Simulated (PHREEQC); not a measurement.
Consider water at 20 °C with 0.0087 mol HBr, 0.1 mol HNO3, 0.0097 mol Na2SO4 and 0.0055 mol NaAlO2 per kg of water. Closed to the air; pH follows from the charge balance.

All values are PHREEQC results (ion-association model, wateq4f.dat), not measurements.

No solid was allowed to form.

Predict the pH.

pH 1.18.

In which forms is S present?

HSO4- 58 %, SO4-2 22 %, AlSO4+ 18 %, NaSO4- 0.9 %, Al(SO4)2- 0.8 % of the S.
